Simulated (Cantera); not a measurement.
A closed system holds: 1 mol SiC, 0.2 mol O2, 1 mol H2, at 750 Torr.

Cantera equilibrium calculation (NASA polynomials, part measured and part estimated; ideal gas, pure solids and liquids). Candidate condensed phases: C, C6H6, C7H8, C8H18, H2O, Si, SiC, SiO2; 123 gas species. Gases not in the tables: Si2H6 and higher silanes. The numbers say what is thermodynamically allowed, not how fast it happens. All values below are at 1975 K.

Base state: H2 0.713, CO 0.143, SiO 0.143, H 0.00116, H2O 0.000141, SiH2 3.49e-5, CH4 2.16e-5, Si 1.72e-5 (mole fractions); condensed: SiC(s).

### Question
What changes in the equilibrium state with this change: O2 from 0.2 to 0.0043 mol?

### Answer
| species | before | after |
|---|---|---|
| H2 | 0.713 | 0.990 |
| CO | 0.143 | 0.00427 |
| SiO | 0.143 | 0.00425 |
| H2O | 0.000141 | 5.83e-6 |
| CH4 | 2.16e-5 | 4.18e-5 |
| SiH2 | 3.49e-5 | 4.84e-5 |
| H | 0.00116 | 0.00136 |
| SiH | 1.05e-5 | 1.23e-5 |
| SiC(s), mol | 0.800 | 0.996 |
